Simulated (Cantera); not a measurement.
Formation from one mole of S₂

Source: NASA polynomial tables (part measured, part estimated), evaluated in Cantera. Values are per mole of reaction as written; species without (g) are pure solids or liquids, kept so even where they would boil at 1 bar.

2 Ca + S₂(g) → 2 CaS

| T (K) | ΔH° (kJ) | ΔS° (J/K) | ΔG° (kJ) | log10 K |
|---|---|---|---|---|
| 300 | -1074.8 | -200.1 | -1014.8 | 176.69 |
| 698 | -1071.6 | -192.8 | -937.0 | 70.12 |
| 748 | -1073.1 | -194.9 | -927.3 | 64.75 |
| 798 | -1072.6 | -194.3 | -917.6 | 60.06 |
| 848 | -1072.2 | -193.8 | -907.9 | 55.92 |
| 898 | -1071.7 | -193.3 | -898.2 | 52.24 |
| 948 | -1071.3 | -192.8 | -888.5 | 48.96 |
| 998 | -1071.0 | -192.5 | -878.9 | 46.00 |

2 Pb + S₂(g) → 2 PbS(g)

```
T (K)  ΔH° (kJ)  ΔS° (J/K)  ΔG° (kJ)  log10 K  condensed phases
-----  --------  ---------  --------  -------  ----------------
300       135.2      144.8      91.7   -15.97             Pb(s)
698       117.8      112.8      39.0    -2.92             Pb(l)
748       116.7      111.3      33.4    -2.34             Pb(l)
798       115.6      109.8      27.9    -1.83             Pb(l)
848       114.5      108.5      22.5    -1.38             Pb(l)
898       113.4      107.3      17.1    -0.99             Pb(l)
948       112.3      106.1      11.7    -0.65             Pb(l)
998       111.3      105.1       6.4    -0.34             Pb(l)
```

2 H₂(g) + S₂(g) → 2 H₂S(g)

| T (K) | ΔH° (kJ) | ΔS° (J/K) | ΔG° (kJ) | log10 K |
|---|---|---|---|---|
| 300 | -169.4 | -78.3 | -146.0 | 25.41 |
| 698 | -176.9 | -94.6 | -110.9 | 8.30 |
| 748 | -177.5 | -95.5 | -106.1 | 7.41 |
| 798 | -178.1 | -96.2 | -101.3 | 6.63 |
| 848 | -178.6 | -96.8 | -96.5 | 5.94 |
| 898 | -179.0 | -97.3 | -91.6 | 5.33 |
| 948 | -179.4 | -97.8 | -86.8 | 4.78 |
| 998 | -179.8 | -98.1 | -81.9 | 4.28 |

C + S₂(g) → CS₂(g)

```json
[
 {"T (K)": "300", "ΔH° (kJ)": "-11.4", "ΔS° (J/K)": "4.0", "ΔG° (kJ)": "-12.6", "log10 K": "2.20"},
 {"T (K)": "698", "ΔH° (kJ)": "-10.3", "ΔS° (J/K)": "6.7", "ΔG° (kJ)": "-14.9", "log10 K": "1.12"},
 {"T (K)": "748", "ΔH° (kJ)": "-10.2", "ΔS° (J/K)": "6.8", "ΔG° (kJ)": "-15.3", "log10 K": "1.07"},
 {"T (K)": "798", "ΔH° (kJ)": "-10.1", "ΔS° (J/K)": "6.9", "ΔG° (kJ)": "-15.6", "log10 K": "1.02"},
 {"T (K)": "848", "ΔH° (kJ)": "-10.1", "ΔS° (J/K)": "7.0", "ΔG° (kJ)": "-16.0", "log10 K": "0.98"},
 {"T (K)": "898", "ΔH° (kJ)": "-10.0", "ΔS° (J/K)": "7.0", "ΔG° (kJ)": "-16.3", "log10 K": "0.95"},
 {"T (K)": "948", "ΔH° (kJ)": "-10.0", "ΔS° (J/K)": "7.1", "ΔG° (kJ)": "-16.7", "log10 K": "0.92"},
 {"T (K)": "998", "ΔH° (kJ)": "-9.9", "ΔS° (J/K)": "7.1", "ΔG° (kJ)": "-17.0", "log10 K": "0.89"}
]
```
